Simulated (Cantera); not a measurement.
Input (Python, Cantera):

```python
import numpy as np
import cantera as ct

gas = ct.Solution("gri30.yaml")
gas.TPX = 1423, 20000, {'CH4': 0.036, 'H2': 1, 'N2': 0.0078}
inlet = ct.Reservoir(gas, clone=True)

reactor = ct.IdealGasConstPressureReactor(gas, energy="off", clone=False)
exhaust = ct.Reservoir(gas, clone=True)
tau = [10, 4.7, 2.3, 1.1, 0.51, 0.24, 0.12, 0.055, 0.026, 0.012, 0.0059][0]
for a, b in ((inlet, reactor), (reactor, exhaust)):
    ct.MassFlowController(a, b, mdot=lambda t: reactor.mass / tau)
net = ct.ReactorNet([reactor])
show = ['CH4', 'H2', 'C2H2', 'C2H4', 'C2H', 'CH3']

rows = []
print(f"{'tau/s':>10s}{'T/K':>9s}" + "".join(f"{s:>11s}" for s in show))
for tau in [10, 4.7, 2.3, 1.1, 0.51, 0.24, 0.12, 0.055, 0.026, 0.012, 0.0059]:
    net.initial_time = 0.0
    net.advance(30 * tau)
    before = gas.X
    net.advance(40 * tau)
    drift = np.max(np.abs(gas.X - before) / (gas.X + 1e-9))
    rows.append([gas.T, *gas[show].X, drift])
    print(f"{tau:10.3e}{gas.T:9.1f}" + "".join(f"{x:11.3e}" for x in gas[show].X))
```

It prints:

```
     tau/s      T/K        CH4         H2       C2H2       C2H4        C2H        CH3
 1.000e+01   1423.0  3.173e-02  9.595e-01  1.177e-03  1.553e-04  1.890e-11  8.984e-06
 4.700e+00   1423.0  3.296e-02  9.588e-01  6.413e-04  9.197e-05  1.018e-11  9.221e-06
 2.300e+00   1423.0  3.368e-02  9.584e-01  3.324e-04  5.524e-05  5.232e-12  9.345e-06
 1.100e+00   1423.0  3.408e-02  9.582e-01  1.578e-04  3.396e-05  2.467e-12  9.390e-06
 5.100e-01   1423.0  3.429e-02  9.581e-01  6.720e-05  2.183e-05  1.040e-12  9.356e-06
 2.400e-01   1423.0  3.439e-02  9.581e-01  2.596e-05  1.453e-05  3.947e-13  9.219e-06
 1.200e-01   1423.0  3.444e-02  9.580e-01  9.244e-06  9.444e-06  1.361e-13  8.940e-06
 5.500e-02   1423.0  3.446e-02  9.580e-01  2.183e-06  4.823e-06  2.983e-14  8.303e-06
 2.600e-02   1423.0  3.448e-02  9.580e-01  3.565e-07  1.822e-06  4.191e-15  7.145e-06
 1.200e-02   1423.0  3.448e-02  9.580e-01  2.822e-08  3.904e-07  2.434e-16  5.245e-06
 5.900e-03   1423.0  3.449e-02  9.580e-01  1.366e-09  5.302e-08  7.340e-18  3.268e-06
```

Cantera simulation using GRI-Mech 3.0 (53 species, 325 reactions); the numbers are that mechanism's predictions, not measurements. GRI-Mech 3.0 stops at C3 and has no aromatics, soot or wall deposition, so with more carbon than oxygen in the feed, carbon stays in small species such as C2H2 where larger ones or solid carbon would form.
